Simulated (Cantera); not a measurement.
Input: 1 mol SiH4, 0.035 mol C2H4, 15 mol H2, held at 1973.15 K and 0.0133 bar.

Cantera equilibrium calculation (NASA polynomials, part measured and part estimated; ideal gas, pure solids and liquids). Candidate condensed phases: C, C6H6, C7H8, C8H18, Si, SiC; 87 gas species. Mutual solubility and eutectic melting of coexisting phases are not modelled. Gases not in the tables: Si2H6 and higher silanes. The numbers say what is thermodynamically allowed, not how fast it happens.

Base state: H2 0.986, H 0.0116, Si 0.00237, SiH 0.000197, SiH2 8.96e-5, Si2C 5.79e-5, Si2 2.30e-5 (mole fractions); condensed: Si(l) + SiC(s).

Q: What changes in the equilibrium state with this change: SiH4 replaced by (CH3)2SiCl2?

A: 
| species | before | after |
|---|---|---|
| H2 | 0.986 | 0.885 |
| HCl | 0 | 0.100 |
| H | 0.0116 | 0.0110 |
| Si | 0.00237 | 0.000118 |
| SiCl2 | 0 | 0.00140 |
| Cl | 0 | 0.000933 |
| SiCl | 0 | 4.91e-5 |
| Si(l), mol | 0.882 | 0 |
| SiC(s), mol | 0.0689 | 0.969 |
| C(graphite), mol | 0 | 1.08 |
The feed counts by its element totals alone. The tables' values for SiCl are old estimates; treat these amounts as uncertain.

Q: What changes in the equilibrium state with this change: SiH4 replaced by SiH2Cl2?

A: 
```
species       before     after
-----------  -------  --------
H2             0.986     0.888
HCl                0    0.0794
SiCl2              0    0.0175
H             0.0116    0.0110
SiCl               0  0.000782
Cl                 0  0.000737
SiCl3              0   4.32e-5
SiH2         8.96e-5   8.07e-5
Si(l), mol     0.882     0.566
SiC(s), mol   0.0689    0.0689
```
The tables' values for SiCl, SiCl3 are old estimates; treat these amounts as uncertain.
